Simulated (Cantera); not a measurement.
Mixture: H2 : O2 : N2 = 1 : 0.98 : 3.69 (molar parts), at 1.00 bar, adiabatic and at constant volume. Ignition delay is the time to a rise of 400 K.

Cantera simulation using the H2/O2 subset of GRI-Mech 3.0, which has no nitrogen chemistry; the numbers are that mechanism's predictions, not measurements. Where the delays flatten at high temperature, the 400 K rule measures the pace of heat release, not the induction time.

Task: Predict: delay at 1198 K; delay at 1398 K; delay at 1598 K; delay at 1798 K; delay at 1998 K.

Result: 
```
Quantity          Result
---------------  -------
delay at 1198 K  48.5 µs
delay at 1398 K  23.5 µs
delay at 1598 K  18.0 µs
delay at 1798 K  19.0 µs
delay at 1998 K  23.5 µs
```
